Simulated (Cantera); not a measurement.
An isothermal, constant-pressure homogeneous reactor starts with NH3 : H2 = 1 : 1.6 (molar parts), at 1800 K and 48000 Pa.

Cantera simulation using the gas-phase N/H chemistry of the illustrative SiF4/NH3 mechanism in the Surface Chemkin manual (1991); the numbers are that mechanism's predictions, not measurements. Walls and surfaces, which speed up NH3 decomposition in real reactors, are not modelled.

One state of this run: x NH3 = 0.203; x H2 = 0.731; x H = 0.000193; x N2 = 0.0657; x N2H2 = 2.74e-7. x: mole fraction; the columns are a selection and need not sum to one.

Task: Which value of t (s) does it belong to?
A) 60.0
B) 2.84
C) 0.617
D) 0.000300

Result: C, 0.617
